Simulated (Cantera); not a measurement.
Feed: 1 mol SiHCl3, 5.6 mol NH3, equilibrated at 10000 Pa.

Cantera equilibrium calculation (NASA polynomials, part measured and part estimated; ideal gas, pure solids and liquids). Candidate condensed phases: NH4Cl, Si, Si3N4; 28 gas species. Gases not in the tables: Si2H6 and higher silanes. Rates play no part.

### Question
Which condensed phases are stable at each of these points (T (°C)): 650, 850, 1050, 1250, 1450, 1650, 1850?

### Answer
| T (°C) | condensed phases | Si condensed (%) |
|---|---|---|
| 650 | Si3N4(s) | 94.6 |
| 850 | Si3N4(s) | 96.9 |
| 1050 | Si3N4(s) | 97.2 |
| 1250 | Si3N4(s) | 88.7 |
| 1450 | Si3N4(s) | 52.7 |
| 1650 | Si(l) | 25.2 |
| 1850 | Si(l) | 27.5 |

From 650 °C to 1450 °C the condensed part is Si3N4(s). From 1650 °C to 1850 °C the condensed part is Si(l).
